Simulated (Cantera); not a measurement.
Cantera run, input and output.

```python
import numpy as np
import cantera as ct

gas = ct.Solution("h2o2.yaml")
gas.TPX = 600, 100000, {'H2': 1, 'O2': 0.5, 'N2': 1.88, 'H2O': 0.12}
flame = ct.FreeFlame(gas, width=0.04)
flame.set_refine_criteria(ratio=3, slope=0.08, curve=0.16)
flame.transport_model = "mixture-averaged"
flame.solve(loglevel=0, auto=True)
z, T = flame.grid, flame.T
thick = (T[-1] - T[0]) / np.gradient(T, z).max()
show = ['H2', 'O2', 'H2O', 'H2O2', 'HO2', 'OH']
print(f"laminar burning velocity  {flame.velocity[0] * 100:.3f} cm/s")
print(f"burnt temperature         {T[-1]:.1f} K")
print(f"thermal thickness         {thick * 1e3:.4f} mm")
print(f"grid points               {len(z)}")
z0 = z[flame.heat_release_rate.argmax()]
print(f"{'z/mm':>9s}{'T/K':>9s}{'u/(m/s)':>9s}" + "".join(f"{s:>11s}" for s in show))
rows = []
for k in (-3, -2, -1.5, -1, -0.5, -0.25, 0, 0.25, 0.5, 1, 2, 4, 8):
    zz = z0 + k * thick
    rows.append([k * thick, np.interp(zz, z, T), np.interp(zz, z, flame.velocity),
                 *(np.interp(zz, z, flame.X[gas.species_index(s)]) for s in show)])
    print(f"{rows[-1][0] * 1e3:9.3f}{rows[-1][1]:9.1f}{rows[-1][2]:9.3f}" + "".join(f"{x:11.3e}" for x in rows[-1][3:]))
```

It prints:

```
laminar burning velocity  706.082 cm/s
burnt temperature         2471.9 K
thermal thickness         0.4600 mm
grid points               131
     z/mm      T/K  u/(m/s)         H2         O2        H2O       H2O2        HO2         OH
   -1.380    600.0    7.061  2.857e-01  1.429e-01  3.429e-02  5.396e-16  3.647e-13  1.242e-17
   -0.920    600.0    7.061  2.857e-01  1.429e-01  3.429e-02  1.692e-13  1.174e-10  9.662e-15
   -0.690    600.0    7.061  2.857e-01  1.429e-01  3.429e-02  2.406e-12  1.625e-09  2.039e-13
   -0.460    600.0    7.061  2.857e-01  1.429e-01  3.429e-02  4.626e-10  2.410e-07  6.183e-11
   -0.230    608.3    7.132  2.825e-01  1.432e-01  3.476e-02  2.142e-06  1.732e-04  1.766e-05
   -0.115    786.6    9.020  2.534e-01  1.394e-01  5.071e-02  1.825e-05  2.602e-04  7.543e-04
    0.000   1228.5   13.604  1.544e-01  1.028e-01  1.338e-01  6.180e-06  1.036e-04  3.523e-03
    0.115   1548.8   16.912  6.880e-02  4.764e-02  2.314e-01  3.359e-06  4.087e-05  1.030e-02
    0.230   1701.5   18.440  5.077e-02  3.189e-02  2.589e-01  1.971e-06  2.397e-05  1.407e-02
    0.460   1860.6   19.962  4.742e-02  2.628e-02  2.723e-01  1.035e-06  1.624e-05  1.662e-02
    0.920   2019.8   21.424  4.419e-02  2.217e-02  2.856e-01  5.770e-07  1.092e-05  1.781e-02
    1.840   2168.5   22.743  3.886e-02  1.809e-02  3.004e-01  3.686e-07  6.999e-06  1.753e-02
    3.680   2296.0   23.838  3.225e-02  1.429e-02  3.153e-01  2.704e-07  4.459e-06  1.589e-02
```

Computed with Cantera and the H2/O2 subset of GRI-Mech 3.0, which has no nitrogen chemistry. Burning velocities carry a grid error of a few per cent, more on coarse grids.
